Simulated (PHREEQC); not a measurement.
A PHREEQC input (ion-association model, phreeqc.dat):

```
SOLUTION 1
  temp 25
  units M
  pH 6.65
  pe 8.5
  Na 0.00219
  K 3.31e-07
  Ca 0.0401
  Mg 0.00546
  Cl 0.00366
  S(6) 0.0193 as SO4
  Alkalinity 0.131 as HCO3
  Pb 0.00359
  Cd 0.000238
END
USE solution 1
EQUILIBRIUM_PHASES 1
  Gypsum 0 0
  CO2(g) -2.5 10
END
```

It stops with these messages:

```
ERROR: Calculations terminating due to input errors.
```

The fault: a unit that the program doesn't know. The line should read `units mg/kgw` where the input has `units M`. With the mend the run ends at pH 5.23 and ionic strength 1.00e-5 mol/kgw.
